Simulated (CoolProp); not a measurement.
Properties of R134a along the isobar 536 kPa (Tc = 374.2 K, pc = 4059 kPa, ω = 0.327).

Values from CoolProp's reference Helmholtz-energy equation of state, Tillner-Roth 1994.

```
T (K)  phase  density (kg/m³)  cp (kJ/(kg K))  cv (kJ/(kg K))  isothermal compressibility (1/MPa)  conductivity (mW/(m K))
-----  -----  ---------------  --------------  --------------  ----------------------------------  -----------------------
300.6    gas            24.72          0.9643             ___                               2.140                     13.9
312.9    gas            23.28          0.9554          0.8186                               2.086                      ___
325.2    gas            22.06          0.9575          0.8314                               2.048                      ___
337.4    gas              ___          0.9650          0.8464                               2.019                     16.7
349.7    gas            20.06          0.9757          0.8628                               1.996                     17.7
362      gas            19.22          0.9883          0.8798                                 ___                     18.6
374.2    gas            18.47           1.002          0.8972                               1.963                     19.6
386.5    gas            17.78           1.017          0.9150                               1.951                     20.6
398.8    gas            17.14           1.033          0.9329                               1.941                     21.6
411.1    gas            16.56           1.049          0.9509                                 ___                     22.5
423.3    gas            16.02             ___          0.9688                               1.925                     23.5
435.6    gas            15.52           1.081          0.9868                               1.918                     24.5
447.9    gas            15.05           1.098           1.005                               1.912                     25.5
```

Task: Complete the blanks.

Result: 
- 300.6, cv (kJ/(kg K)): 0.8113
- 312.9, conductivity (mW/(m K)): 14.8
- 325.2, conductivity (mW/(m K)): 15.8
- 337.4, density (kg/m³): 21.01
- 362, isothermal compressibility (1/MPa): 1.978
- 411.1, isothermal compressibility (1/MPa): 1.932
- 423.3, cp (kJ/(kg K)): 1.065

Thermal conductivity comes from a separate model (McLinden 2000), an estimate that may be off by 10 % or more.
